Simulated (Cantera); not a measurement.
A closed system holds: 1 mol Si2Cl6, 4 mol HCl, 49 mol N2, at 1523 K and 1.30 bar.

Equilibrium computed with Cantera from the NASA thermochemical tables; the gas is ideal and each condensed phase is pure. Candidate condensed phases: NH4Cl, Si, Si3N4; 28 gas species. The feed counts by its element totals alone. The tables' values for SiCl3 are old estimates; treat these amounts as uncertain. Equilibrium is a limit: real reactors are often held back by kinetics, nucleation or transport.

Question: What is the equilibrium state?

Answer: 
- x(N2) = 0.900
- x(HCl) = 0.0597
- x(SiCl4) = 0.0258
- x(H2) = 0.00678
- x(SiCl3) = 0.00486
- x(SiCl2) = 0.00273
- x(SiHCl3) = 0.000329
- x(Cl) = 1.18e-5
- x(H) = 1.67e-6
- n(Si3N4(s)) = 0.0556 mol
- gas amount = 54.34 mol
- log10 activity of Si(s) (absent) = -2.80
